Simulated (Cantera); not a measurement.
Charge: 1 mol Si2H6, 0.16 mol H2O, held at 8.70 Pa.

These are equilibrium values from Cantera (NASA tables, ideal gas, pure condensed phases), not measurements of a reactor. Candidate condensed phases: H2O, Si, SiO2; 18 gas species. The feed counts by its element totals alone. Kinetics and transport are ignored. All values below are at 1300 °C.

Base state: H2 0.947, SiO 0.0481, H 0.00424, Si 0.000632, SiH 1.38e-5 (mole fractions); condensed: Si(s).

**Question.** What changes in the equilibrium state with this change: H2O from 0.16 to 0.36 mol?

**Answer.** 
| species | before | after |
|---|---|---|
| H2 | 0.947 | 0.899 |
| SiO | 0.0481 | 0.0965 |
| H | 0.00424 | 0.00413 |
| SiH | 1.38e-5 | 1.35e-5 |
| Si | 0.000632 | 0.000632 |
| Si(s), mol | 1.84 | 1.64 |
